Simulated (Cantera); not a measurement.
Input (Python, Cantera):

```python
import numpy as np
import cantera as ct

gas = ct.Solution("gri30.yaml")
gas.TPX = 1923, 39000, {'CH4': 1, 'N2': 190}
reactor = ct.IdealGasConstPressureReactor(gas, energy="off", clone=False)
net = ct.ReactorNet([reactor])
net.rtol, net.atol = 1e-08, 1e-18
show = ['CH4', 'C2H', 'HCN', 'CH2', 'C2H4']
times = np.geomspace(0.0003, 300, 13)

steps = ct.SolutionArray(gas, extra=["t"])
rows = []
print(f"{'t/s':>10s}{'T/K':>9s}{'P/Pa':>11s}" + "".join(f"{s:>11s}" for s in show))
for t in times:
    while net.time < t:
        t_next = net.step()
        steps.append(gas.state, t=t_next)
    rows.append([np.interp(t, steps.t, y) for y in (steps.T, steps.P, *steps(*show).X.T)])
    print(f"{t:10.3e}{rows[-1][0]:9.1f}{rows[-1][1]:11.4g}" + "".join(f"{x:11.3e}" for x in rows[-1][2:]))
rate = np.gradient(steps.T, steps.t)
print("integrator steps:", len(steps.t))
if steps.T.max() > steps.T[0] + 200:
    print(f"time of steepest temperature rise: {steps.t[rate.argmax()]:.4e} s")
gas.TPX = 1923, 39000, {'CH4': 1, 'N2': 190}
gas.equilibrate("TP")
print(f"equilibrium (TP): T = {gas.T:.1f} K  " + "  ".join(f"{s} {gas[s].X[0]:.3e}" for s in show))
```

Result:

```
       t/s      T/K       P/Pa        CH4        C2H        HCN        CH2       C2H4
 3.000e-04   1923.0    3.9e+04  5.004e-03  2.436e-10  9.507e-09  4.640e-07  9.518e-06
 9.487e-04   1923.0    3.9e+04  4.163e-03  3.271e-08  4.416e-07  2.193e-06  1.786e-04
 3.000e-03   1923.0    3.9e+04  1.610e-03  2.919e-07  1.013e-05  2.820e-06  1.490e-04
 9.487e-03   1923.0    3.9e+04  3.605e-04  4.429e-07  3.648e-05  1.181e-06  8.760e-06
 3.000e-02   1923.0    3.9e+04  6.369e-05  5.379e-07  7.149e-05  3.224e-07  4.401e-07
 9.487e-02   1923.0    3.9e+04  8.612e-06  5.790e-07  9.939e-05  5.193e-08  8.809e-08
 3.000e-01   1923.0    3.9e+04  4.565e-07  6.095e-07  1.082e-04  3.155e-09  8.069e-08
 9.487e-01   1923.0    3.9e+04  1.513e-07  6.247e-07  1.087e-04  1.108e-09  8.066e-08
 3.000e+00   1923.0    3.9e+04  6.957e-08  6.258e-07  1.090e-04  5.083e-10  8.066e-08
 9.487e+00   1923.0    3.9e+04  5.432e-08  6.257e-07  1.099e-04  3.965e-10  8.065e-08
 3.000e+01   1923.0    3.9e+04  5.480e-08  6.254e-07  1.127e-04  4.000e-10  8.060e-08
 9.487e+01   1923.0    3.9e+04  5.683e-08  6.243e-07  1.215e-04  4.148e-10  8.047e-08
 3.000e+02   1923.0    3.9e+04  6.267e-08  6.210e-07  1.489e-04  4.575e-10  8.003e-08
integrator steps: 1248
equilibrium (TP): T = 1923.0 K  CH4 5.070e-08  C2H 1.477e-08  HCN 5.086e-03  CH2 3.705e-10  C2H4 1.904e-09
```

Detailed kinetics in Cantera: GRI-Mech 3.0 (53 species, 325 reactions). GRI-Mech 3.0 stops at C3 and has no aromatics, soot or wall deposition, so with more carbon than oxygen in the feed, carbon stays in small species such as C2H2 where larger ones or solid carbon would form.
